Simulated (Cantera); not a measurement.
Source: NASA polynomial tables (part measured, part estimated), evaluated in Cantera. Values are per mole of reaction as written; species without (g) are pure solids or liquids, kept so even where they would boil at 1 bar.

S + 2 F₂(g) = SF₄(g), with ΔH° = -763.2 kJ and ΔS° = -138.0 J/K at 300 K.

**Question.** How far is the shortcut ΔG° ≈ ΔH°(300 K) − T·ΔS°(300 K) from the full temperature-dependent value at 548, 598, 648, 698, 748, 798, 848, 898, 948, 998 K?

**Answer.** 
```tsv
T (K)	shortcut (kJ)	full (kJ)	difference (kJ)	difference in log10 K	condensed phases
548	-687.5	-685.9	-1.6	0.16	S(l)
598	-680.6	-678.4	-2.3	0.20	S(l)
648	-673.7	-670.8	-2.9	0.24	S(l)
698	-666.8	-663.2	-3.6	0.27	S(l)
748	-659.9	-655.6	-4.3	0.30	S(l)
798	-653.0	-648.0	-5.0	0.33	S(l)
848	-646.1	-640.4	-5.7	0.35	S(l)
898	-639.2	-632.8	-6.4	0.38	S(l)
948	-632.3	-625.1	-7.2	0.40	S(l)
998	-625.4	-617.5	-7.9	0.41	S(l)
```
The shortcut ignores heat capacities and the phase changes listed.
